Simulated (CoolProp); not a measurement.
Vapour-liquid equilibrium of R22 (1) + R123 (2) at 233.5 K; x and y are mole fractions of (1).

Values from CoolProp's multi-fluid Helmholtz-energy mixture model, Kamei 1995 and Younglove 1994; pair parameters Bell 2016.

```csv
x,bubble pressure (MPa),y at the bubble point,dew pressure at overall composition x (MPa),liquid density (mol/L)
0.05,[?],0.595,0.003846,10.79
0.125,0.01655,0.805,0.004163,11.11
0.2,[?],0.881,0.004537,11.44
0.275,0.03322,0.919,0.004985,[?]
0.35,0.04155,0.942,0.005531,12.15
0.425,0.04969,0.957,0.006212,12.53
0.5,0.05757,0.967,0.007084,12.93
0.575,0.06519,0.975,0.008241,[?]
0.65,0.07257,0.981,[?],13.80
0.725,[?],[?],0.01224,14.27
0.8,0.08699,0.990,0.01618,14.77
0.875,0.09425,0.994,0.02388,15.30
0.95,[?],0.998,0.04574,15.86
```

Question: Fill in the missing entries.

Answer: 
- 0.05, bubble pressure (MPa): 0.008618
- 0.2, bubble pressure (MPa): 0.02482
- 0.275, liquid density (mol/L): 11.79
- 0.575, liquid density (mol/L): 13.35
- 0.65, dew pressure at overall composition x (MPa): 0.009850
- 0.725, bubble pressure (MPa): 0.07980
- 0.725, y at the bubble point: 0.986
- 0.95, bubble pressure (MPa): 0.1017

No azeotrope shows between x = 0.05 and 0.95.

Pair parameters are fitted to limited data, so mixtures are less certain than the pure fluids. The gap from Raoult's law changes sign with composition, which may be real or a fault of the pair parameters; it wasn't checked against measurements.
